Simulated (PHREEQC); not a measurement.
KOH is added in steps, without added water, to 1 kg of water holding 0.0019 mol CaSO4, 0.001 mol Na2HPO4 and 0.0066 mol NaCl, at 20 °C. Oxygen alone is held at its pressure in air (log pO2 = -0.68). No CO2 enters from the air. Solids allowed: Gypsum, Hydroxyapatite, Halite, Sylvite. Others were left out.

Base run: PHREEQC, ion-association model, phreeqc.dat. Each further column changes one thing. The table gives P in solution (mol/kgw).

```
KOH added (mol)      base  Debye-Hückel limiting law  metal-ligand complexes left out  all activity coefficients set to 1  database wateq4f.dat
---------------  --------  -------------------------  -------------------------------  ----------------------------------  --------------------
0                0.000622                 (withheld)                         0.000611                            0.000606              0.000622
0.0003917        0.000450                   0.000455                         0.000441                            0.000435              0.000450
0.0009792        0.000186                   0.000189                         0.000181                            0.000175              0.000186
0.001371          8.56e-8                    1.01e-7                          4.54e-8                             4.04e-8               8.62e-8
0.001958          1.24e-8                    1.36e-8                          1.17e-9                             8.24e-9               1.25e-8
0.00235           1.02e-8                    1.11e-8                         6.52e-10                             6.88e-9               1.02e-8
0.002742          9.03e-9                 (withheld)                         4.49e-10                             6.13e-9               9.08e-9
0.003329          8.01e-9                 (withheld)                       (withheld)                             5.45e-9               8.05e-9
0.003721          7.56e-9                    8.28e-9                         2.57e-10                          (withheld)               7.60e-9
0.004308          7.06e-9                    7.75e-9                         2.08e-10                             4.79e-9               7.09e-9
0.0047            6.81e-9                    7.49e-9                         1.87e-10                             4.61e-9               6.84e-9
```

**Question.** Complete the blanks.

**Answer.** 
- 0, Debye-Hückel limiting law: 0.000627
- 0.002742, Debye-Hückel limiting law: 9.87e-9
- 0.003329, Debye-Hückel limiting law: 8.77e-9
- 0.003329, metal-ligand complexes left out: 3.08e-10
- 0.003721, all activity coefficients set to 1: 5.14e-9

 H3PO4, which wateq4f.dat lacks, is added to it with the constant of phreeqc.dat. phreeqc.dat and wateq4f.dat share most of their constants, so their agreement is no independent check. Solids allowed in the column 'database wateq4f.dat': Gypsum, Portlandite, Hydroxyapatite, Halite, Mirabilite.
